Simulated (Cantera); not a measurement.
Cantera run, input and output.

```python
import numpy as np
import cantera as ct

gas = ct.Solution("h2o2.yaml")
gas.TPX = 1273, 11000, {'H2': 1.1, 'O2': 1, 'N2': 2.5}
reactor = ct.IdealGasConstPressureReactor(gas, energy="off", clone=False)
net = ct.ReactorNet([reactor])
net.rtol, net.atol = 1e-08, 1e-18
show = ['H2', 'O2', 'HO2', 'H2O2', 'H']
times = np.geomspace(4e-05, 4, 13)

steps = ct.SolutionArray(gas, extra=["t"])
rows = []
print(f"{'t/s':>10s}{'T/K':>9s}{'P/Pa':>11s}" + "".join(f"{s:>11s}" for s in show))
for t in times:
    while net.time < t:
        t_next = net.step()
        steps.append(gas.state, t=t_next)
    rows.append([np.interp(t, steps.t, y) for y in (steps.T, steps.P, *steps(*show).X.T)])
    print(f"{t:10.3e}{rows[-1][0]:9.1f}{rows[-1][1]:11.4g}" + "".join(f"{x:11.3e}" for x in rows[-1][2:]))
rate = np.gradient(steps.T, steps.t)
print("integrator steps:", len(steps.t))
if steps.T.max() > steps.T[0] + 200:
    print(f"time of steepest temperature rise: {steps.t[rate.argmax()]:.4e} s")
gas.TPX = 1273, 11000, {'H2': 1.1, 'O2': 1, 'N2': 2.5}
gas.equilibrate("TP")
print(f"equilibrium (TP): T = {gas.T:.1f} K  " + "  ".join(f"{s} {gas[s].X[0]:.3e}" for s in show))
```

Output:

```
       t/s      T/K       P/Pa         H2         O2        HO2       H2O2          H
 4.000e-05   1273.0    1.1e+04  2.391e-01  2.174e-01  6.027e-08  3.363e-10  2.555e-07
 1.044e-04   1273.0    1.1e+04  2.391e-01  2.174e-01  5.412e-07  3.647e-09  3.195e-05
 2.725e-04   1273.0    1.1e+04  3.369e-02  1.233e-01  1.330e-05  1.109e-06  1.009e-01
 7.113e-04   1273.0    1.1e+04  1.811e-02  1.149e-01  1.481e-05  1.442e-06  4.639e-02
 1.857e-03   1273.0    1.1e+04  5.774e-03  1.112e-01  1.440e-05  1.658e-06  6.584e-03
 4.846e-03   1273.0    1.1e+04  7.436e-04  1.108e-01  7.644e-06  8.113e-07  2.697e-04
 1.265e-02   1273.0    1.1e+04  8.704e-05  1.110e-01  1.739e-06  2.451e-07  1.097e-05
 3.302e-02   1273.0    1.1e+04  1.503e-05  1.111e-01  3.757e-07  7.525e-08  8.473e-07
 8.618e-02   1273.0    1.1e+04  3.651e-06  1.111e-01  1.027e-07  2.528e-08  1.076e-07
 2.249e-01   1273.0    1.1e+04  1.099e-06  1.111e-01  3.623e-08  9.149e-09  1.846e-08
 5.871e-01   1273.0    1.1e+04  3.881e-07  1.111e-01  1.927e-08  3.605e-09  3.956e-09
 1.532e+00   1273.0    1.1e+04  1.777e-07  1.111e-01  1.665e-08  1.761e-09  1.235e-09
 4.000e+00   1273.0    1.1e+04  1.336e-07  1.111e-01  1.695e-08  1.352e-09  8.031e-10
integrator steps: 2043
equilibrium (TP): T = 1273.0 K  H2 1.316e-07  O2 1.111e-01  HO2 1.698e-08  H2O2 1.333e-09  H 7.851e-10
```

Detailed kinetics in Cantera: the H2/O2 subset of GRI-Mech 3.0, which has no nitrogen chemistry. The temperature is held fixed by assumption; the heat of reaction is taken as removed at once.
